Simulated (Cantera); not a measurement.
**Moist CO burnout**

An isothermal, constant-pressure homogeneous reactor starts with CO : O2 : H2O : N2 = 0.027 : 0.057 : 0.0053 : 1 (molar parts), equivalence ratio 0.24, at 1000 K and 100.0 Torr.

Cantera simulation using GRI-Mech 3.0 (53 species, 325 reactions); the numbers are that mechanism's predictions, not measurements.

```json
[
 {"t (s)": "0.000100", "x CO": "0.0248", "x O2": "0.0523", "x H2O": "0.00487", "x H2": "<1e-12", "x NO": "<1e-12", "x CO2": "1.86e-11"},
 {"t (s)": "0.000316", "x CO": "0.0248", "x O2": "0.0523", "x H2O": "0.00487", "x H2": "<1e-12", "x NO": "<1e-12", "x CO2": "5.92e-11"},
 {"t (s)": "0.00100", "x CO": "0.0248", "x O2": "0.0523", "x H2O": "0.00487", "x H2": "<1e-12", "x NO": "<1e-12", "x CO2": "1.93e-10"},
 {"t (s)": "0.00316", "x CO": "0.0248", "x O2": "0.0523", "x H2O": "0.00487", "x H2": "<1e-12", "x NO": "<1e-12", "x CO2": "7.21e-10"},
 {"t (s)": "0.0100", "x CO": "0.0248", "x O2": "0.0523", "x H2O": "0.00487", "x H2": "1.32e-11", "x NO": "<1e-12", "x CO2": "5.05e-9"},
 {"t (s)": "0.0316", "x CO": "0.0248", "x O2": "0.0523", "x H2O": "0.00487", "x H2": "1.57e-9", "x NO": "<1e-12", "x CO2": "3.64e-7"},
 {"t (s)": "0.100", "x CO": "0.0154", "x O2": "0.0475", "x H2O": "0.00466", "x H2": "9.00e-5", "x NO": "7.17e-8", "x CO2": "0.00950"},
 {"t (s)": "0.316", "x CO": "0.00156", "x O2": "0.0411", "x H2O": "0.00489", "x H2": "1.36e-5", "x NO": "1.56e-7", "x CO2": "0.0235"},
 {"t (s)": "1.00", "x CO": "0.000147", "x O2": "0.0405", "x H2O": "0.00492", "x H2": "9.73e-7", "x NO": "1.56e-7", "x CO2": "0.0249"},
 {"t (s)": "3.16", "x CO": "1.23e-5", "x O2": "0.0404", "x H2O": "0.00493", "x H2": "6.04e-8", "x NO": "1.53e-7", "x CO2": "0.0251"},
 {"t (s)": "10.0", "x CO": "9.28e-7", "x O2": "0.0404", "x H2O": "0.00493", "x H2": "4.60e-9", "x NO": "1.54e-7", "x CO2": "0.0251"},
 {"t (s)": "31.6", "x CO": "6.39e-8", "x O2": "0.0404", "x H2O": "0.00493", "x H2": "4.35e-10", "x NO": "1.57e-7", "x CO2": "0.0251"},
 {"t (s)": "100", "x CO": "3.08e-9", "x O2": "0.0404", "x H2O": "0.00493", "x H2": "5.75e-11", "x NO": "1.58e-7", "x CO2": "0.0251"}
]
```
x: mole fraction; the columns are a selection and need not sum to one.

Equilibrium at this temperature and pressure: CO 2.10e-11, O2 0.0404, H2O 0.00493, H2 5.90e-12, NO 1.50e-5, CO2 0.0251 (gas phase only).
